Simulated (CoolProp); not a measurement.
Vapour-liquid equilibrium of acetone (1) + n-heptane (2) at 361.7 K; x and y are mole fractions of (1).

Computed with CoolProp (multi-fluid Helmholtz-energy mixture model, Lemmon 2006 and Span 2003; pair parameters Bell 2016).

```tsv
x	bubble pressure (bar)	y at the bubble point	dew pressure at overall composition x (bar)	liquid density (mol/L)
0.05	1.098	0.334	0.7894	[?]
0.125	1.509	0.538	0.8531	6.612
0.2	1.815	[?]	0.9276	6.871
0.275	2.041	0.690	1.016	[?]
0.35	2.207	0.727	1.122	7.461
0.425	2.331	0.754	1.251	7.800
0.5	2.427	0.775	1.412	[?]
0.575	2.505	0.795	1.615	8.594
0.65	2.572	0.814	1.875	9.062
0.725	2.632	0.836	[?]	[?]
0.8	2.686	0.864	2.524	10.18
0.875	2.729	0.900	2.702	10.86
0.95	2.751	0.952	2.751	11.63
```

### Question
What belongs in the gaps?

### Answer

- 0.05, liquid density (mol/L): 6.372
- 0.2, y at the bubble point: 0.634
- 0.275, liquid density (mol/L): 7.153
- 0.5, liquid density (mol/L): 8.176
- 0.725, dew pressure at overall composition x (bar): 2.198
- 0.725, liquid density (mol/L): 9.589

No azeotrope shows between x = 0.05 and 0.95.

The pair parameters rest on a limited set of measurements; away from them the model extrapolates. With so large a gap from Raoult's law the liquid may split in two, which this calculation doesn't test in full.
